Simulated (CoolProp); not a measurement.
Fluorine along the isotherm -184.45 °C: fugacity coefficient from the reference equation and from simpler models built on Tc = -128.7 °C, pc = 5.240 MPa, ω = 0.045; each cubic takes its own stable root.

Computed with CoolProp (reference Helmholtz-energy equation of state, de Reuck 1990).

```tsv
p (MPa)	phase	reference
1.67	liquid	0.09133
3.33	liquid	0.04852
5	liquid	0.03424
6.67	liquid	0.02719
8.33	liquid	0.02305
10	liquid	0.02034
11.7	liquid	0.01842
13.3	liquid	0.01712
15	liquid	0.01608
16.7	liquid	0.01530
18.3	liquid	0.01474
20	liquid	0.01429
```

**Question.** How far does each simpler model (van der Waals, Redlich-Kwong, Peng-Robinson) lie from the reference over these 12 states: mean and median of the absolute difference, and the worst?

**Answer.** 
- van der Waals: mean 278.3 %, median 277.7 %, worst +329.9 % at -184.45 °C and 20 MPa
- Redlich-Kwong: mean 9.1 %, median 9.1 %, worst -9.5 % at -184.45 °C and 20 MPa
- Peng-Robinson: mean 2.0 %, median 2.0 %, worst -4.1 % at -184.45 °C and 20 MPa
